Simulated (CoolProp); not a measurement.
A single-stage vapour-compression cycle with sulfur hexafluoride: evaporating at 269.15 K (dew point), condensing at 298.15 K (bubble point), superheat 10 K, subcooling 2 K, compressor efficiency 0.6, no pressure losses. Each further row changes one setting.

Model: reference Helmholtz-energy equation of state, Guder 2009, in CoolProp.

```tsv
case	cooling COP	pressure ratio	discharge temperature (K)	refrigerating effect (kJ/kg)	volumetric capacity (kJ/m³)
as stated	___	2.11	314.5	64.9	5580
evaporating temperature 274.15 K	5.24	1.84	___	66.8	6650
condensing temperature 293.15 K	5.31	1.87	___	70.7	6090
subcooling 7 K	4.51	2.11	314.5	___	6110
superheat 20 K	4.26	2.11	324.2	___	___
compressor efficiency 0.5	3.43	2.11	___	64.9	5580
```

Some entries are withheld; supply them.


- as stated, cooling COP: 4.12
- evaporating temperature 274.15 K, discharge temperature (K): 313.3
- condensing temperature 293.15 K, discharge temperature (K): 308.6
- subcooling 7 K, refrigerating effect (kJ/kg): 71.0
- superheat 20 K, refrigerating effect (kJ/kg): 72.3
- superheat 20 K, volumetric capacity (kJ/m³): 5830
- compressor efficiency 0.5, discharge temperature (K): 318.0
